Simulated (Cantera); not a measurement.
Input (Python, Cantera):

```python
import numpy as np
import cantera as ct

gas = ct.Solution("gri30.yaml")
gas.TPX = 500, 84000, {'CH4': 1, 'O2': 2.04, 'N2': 7.67, 'H2O': 0.85}
flame = ct.FreeFlame(gas, width=0.045)
flame.set_refine_criteria(ratio=3, slope=0.08, curve=0.16)
flame.transport_model = "mixture-averaged"
flame.solve(loglevel=0, auto=True)
z, T = flame.grid, flame.T
thick = (T[-1] - T[0]) / np.gradient(T, z).max()
show = ['CH4', 'O2', 'H2O', 'H', 'CH2CO', 'CH3']
print(f"laminar burning velocity  {flame.velocity[0] * 100:.3f} cm/s")
print(f"burnt temperature         {T[-1]:.1f} K")
print(f"thermal thickness         {thick * 1e3:.4f} mm")
print(f"grid points               {len(z)}")
z0 = z[flame.heat_release_rate.argmax()]
print(f"{'z/mm':>9s}{'T/K':>9s}{'u/(m/s)':>9s}" + "".join(f"{s:>11s}" for s in show))
rows = []
for k in (-3, -2, -1.5, -1, -0.5, -0.25, 0, 0.25, 0.5, 1, 2, 4, 8):
    zz = z0 + k * thick
    rows.append([k * thick, np.interp(zz, z, T), np.interp(zz, z, flame.velocity),
                 *(np.interp(zz, z, flame.X[gas.species_index(s)]) for s in show)])
    print(f"{rows[-1][0] * 1e3:9.3f}{rows[-1][1]:9.1f}{rows[-1][2]:9.3f}" + "".join(f"{x:11.3e}" for x in rows[-1][3:]))
```

Output:

```
laminar burning velocity  73.410 cm/s
burnt temperature         2209.0 K
thermal thickness         0.5158 mm
grid points               150
     z/mm      T/K  u/(m/s)        CH4         O2        H2O          H      CH2CO        CH3
   -1.547    500.2    0.735  8.642e-02  1.763e-01  7.350e-02  1.789e-14  3.404e-10  8.416e-09
   -1.032    501.9    0.739  8.614e-02  1.759e-01  7.368e-02  3.807e-12  7.460e-09  9.667e-08
   -0.774    509.2    0.751  8.546e-02  1.752e-01  7.461e-02  1.470e-10  5.923e-08  4.656e-07
   -0.516    563.1    0.835  8.175e-02  1.710e-01  8.117e-02  4.142e-08  9.330e-07  4.349e-06
   -0.258    929.2    1.396  5.899e-02  1.414e-01  1.198e-01  5.671e-05  2.218e-05  2.138e-04
   -0.129   1323.6    2.006  3.254e-02  1.029e-01  1.596e-01  5.295e-04  7.914e-05  1.386e-03
    0.000   1691.4    2.578  7.307e-03  5.751e-02  1.984e-01  2.752e-03  8.666e-05  1.639e-03
    0.129   1837.1    2.794  4.374e-04  3.244e-02  2.145e-01  5.438e-03  1.067e-05  1.662e-04
    0.258   1883.3    2.851  1.287e-05  2.443e-02  2.174e-01  6.270e-03  3.309e-07  5.504e-06
    0.516   1939.1    2.919  1.687e-08  2.000e-02  2.189e-01  5.705e-03  3.696e-10  8.365e-09
    1.032   2005.7    3.006  1.315e-12  1.698e-02  2.230e-01  4.103e-03  3.158e-14  7.755e-13
    2.063   2075.6    3.098  9.083e-17  1.404e-02  2.287e-01  2.452e-03  4.012e-19  3.810e-16
    4.126   2135.1    3.174  3.448e-17  1.132e-02  2.338e-01  1.331e-03  1.298e-19  1.171e-16
```

Model: GRI-Mech 3.0 (53 species, 325 reactions), integrated in Cantera. Burning velocities carry a grid error of a few per cent, more on coarse grids.
